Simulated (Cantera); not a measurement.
Charge: 1 mol FeS, 4.5 mol SO₂, 0.061 mol H₂O, held at 1723.15 K and 0.0840 bar.

These are equilibrium values from Cantera (NASA tables, ideal gas, pure condensed phases), not measurements of a reactor. Candidate condensed phases: Fe, FeO, Fe(OH)₂, Fe(OH)₃, FeS, FeSO₄, FeS₂, Fe₂O₃, Fe₂(SO₄)₃, Fe₃O₄, H₂O, H₂SO₄, S; 22 gas species. The tables' stoichiometric FeO is somewhat more stable than real wüstite, so its field is too wide. FeO: taken at fixed stoichiometry. The numbers say what is thermodynamically allowed, not how fast it happens.

Base state: SO₂ 0.808, S₂ 0.142, SO 0.0310, H₂O 0.0108, S₂O 0.00537, H₂ 0.00131, S 0.000505, SH 0.000478 (mole fractions); condensed: FeO(l).

### Question
What changes in the equilibrium state with this change: temperature from 1723.15 K to 1373.15 K?

### Answer
| species | before | after |
|---|---|---|
| SO₂ | 0.808 | 0.834 |
| S₂ | 0.142 | 0.144 |
| H₂O | 0.0108 | 0.0119 |
| SO | 0.0310 | 0.00365 |
| H | 2.28e-5 | 2.34e-7 |
| OH | 1.03e-5 | 1.21e-7 |
| S | 0.000505 | 1.07e-5 |
| SH | 0.000478 | 7.21e-5 |
| FeO(l), mol | 1.000 | 0 |
| FeO(s), mol | 0 | 0.957 |
| FeS(s), mol | 0 | 0.0433 |
Metal and sulfide melt together well below either melting point, which pure phases cannot show. Mutual solubility and eutectic melting of coexisting phases are not modelled. FeO, FeS: taken at fixed stoichiometry.
